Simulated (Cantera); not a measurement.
# CO2 + SO2 + O2 (abatement and gas-phase synthesis)

Feed: 1 mol CO2, a varied amount of SO2, 2.4 mol O2, held at 550 °C and 1 atm.

Method: chemical equilibrium by Gibbs-energy minimisation in Cantera with the NASA 1993 tables (ideal gas, pure condensed phases). Candidate condensed phases: C, S; 22 gas species. Equilibrium is a limit: real reactors are often held back by kinetics, nucleation or transport.

| n(SO2) (mol) | log p O2 | log p CO2 | log p SO3 | log p SO2 |
|---|---|---|---|---|
| 0.0034 | -0.15 | -0.53 | -3.02 | -4.30 |
| 0.0052 | -0.15 | -0.53 | -2.83 | -4.12 |
| 0.0081 | -0.15 | -0.53 | -2.64 | -3.92 |
| 0.012 | -0.15 | -0.53 | -2.47 | -3.75 |
| 0.019 | -0.15 | -0.53 | -2.27 | -3.55 |
| 0.03 | -0.15 | -0.53 | -2.07 | -3.35 |
| 0.046 | -0.15 | -0.53 | -1.89 | -3.17 |
| 0.07 | -0.16 | -0.53 | -1.71 | -2.99 |
| 0.11 | -0.16 | -0.53 | -1.51 | -2.79 |
| 0.17 | -0.17 | -0.54 | -1.33 | -2.60 |
| 0.26 | -0.19 | -0.54 | -1.15 | -2.41 |
| 0.39 | -0.21 | -0.55 | -0.98 | -2.24 |
log p: log10 of the partial pressure in bar; nothing condenses.

From 0.0034 mol SO2 to 0.39 mol SO2 nothing is condensed. The main C-bearing gas is CO2 throughout.
